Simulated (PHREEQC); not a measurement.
2.3 g of hydrous ferric oxide (600 m²/g; 0.2 weak and 0.005 strong sites per Fe, Dzombak-Morel constants, diffuse double layer) in 1 kg of water with 0.01 mol/kgw of an inert sodium salt and 1.8 mmol/kgw Ag2SO4, 0.7 mmol/kgw Na2SO4 and 2.3 mmol/kgw NiCl2, at 25 °C; the pH is set by adding NaOH or the inert anion's acid. Oxygen is held at 0.21 atm. The system is closed to CO2. No solid was allowed to form.

Base run: PHREEQC, ion-association model, wateq4f.dat. Each further column changes one thing. The table gives S sorbed (%).

```json
[
 {"pH": "3", "base": "89.6", "no electrostatic term (-no_edl)": "0.7", "background salt from 0.01 to 0.001 mol/kgw": "92.6", "oxide from 2.3 to 12 g/kgw": "100.0"},
 {"pH": "3.5", "base": "89.5", "no electrostatic term (-no_edl)": "0.7", "background salt from 0.01 to 0.001 mol/kgw": "92.4", "oxide from 2.3 to 12 g/kgw": "100.0"},
 {"pH": "4", "base": "88.2", "no electrostatic term (-no_edl)": "0.8", "background salt from 0.01 to 0.001 mol/kgw": "91.1", "oxide from 2.3 to 12 g/kgw": "100.0"},
 {"pH": "5", "base": "78.4", "no electrostatic term (-no_edl)": "0.8", "background salt from 0.01 to 0.001 mol/kgw": "…", "oxide from 2.3 to 12 g/kgw": "99.9"},
 {"pH": "5.5", "base": "67.9", "no electrostatic term (-no_edl)": "0.8", "background salt from 0.01 to 0.001 mol/kgw": "…", "oxide from 2.3 to 12 g/kgw": "99.8"},
 {"pH": "6", "base": "54.8", "no electrostatic term (-no_edl)": "0.7", "background salt from 0.01 to 0.001 mol/kgw": "57.1", "oxide from 2.3 to 12 g/kgw": "99.0"},
 {"pH": "6.5", "base": "43.8", "no electrostatic term (-no_edl)": "0.7", "background salt from 0.01 to 0.001 mol/kgw": "…", "oxide from 2.3 to 12 g/kgw": "…"},
 {"pH": "7.5", "base": "29.2", "no electrostatic term (-no_edl)": "0.8", "background salt from 0.01 to 0.001 mol/kgw": "31.6", "oxide from 2.3 to 12 g/kgw": "46.3"},
 {"pH": "8", "base": "19.0", "no electrostatic term (-no_edl)": "0.7", "background salt from 0.01 to 0.001 mol/kgw": "21.2", "oxide from 2.3 to 12 g/kgw": "14.6"},
 {"pH": "8.5", "base": "9.0", "no electrostatic term (-no_edl)": "0.5", "background salt from 0.01 to 0.001 mol/kgw": "10.4", "oxide from 2.3 to 12 g/kgw": "2.4"},
 {"pH": "9", "base": "3.1", "no electrostatic term (-no_edl)": "0.3", "background salt from 0.01 to 0.001 mol/kgw": "…", "oxide from 2.3 to 12 g/kgw": "0.3"},
 {"pH": "10", "base": "0.2", "no electrostatic term (-no_edl)": "0.0", "background salt from 0.01 to 0.001 mol/kgw": "0.3", "oxide from 2.3 to 12 g/kgw": "0.0"},
 {"pH": "10.5", "base": "0.0", "no electrostatic term (-no_edl)": "0.0", "background salt from 0.01 to 0.001 mol/kgw": "0.0", "oxide from 2.3 to 12 g/kgw": "0.0"},
 {"pH": "11", "base": "0.0", "no electrostatic term (-no_edl)": "0.0", "background salt from 0.01 to 0.001 mol/kgw": "0.0", "oxide from 2.3 to 12 g/kgw": "0.0"}
]
```

Complete the blanks.


- 5, background salt from 0.01 to 0.001 mol/kgw: 80.9
- 5.5, background salt from 0.01 to 0.001 mol/kgw: 70.3
- 6.5, background salt from 0.01 to 0.001 mol/kgw: 46.5
- 6.5, oxide from 2.3 to 12 g/kgw: 95.6
- 9, background salt from 0.01 to 0.001 mol/kgw: 3.8

In at least one series the solution becomes supersaturated in solids that the run did not let form, among them Ni(OH)2, Ni4(OH)6SO4, Cerargyrite, Ag2O. The oxide is taken as insoluble; below pH 4 it would dissolve.
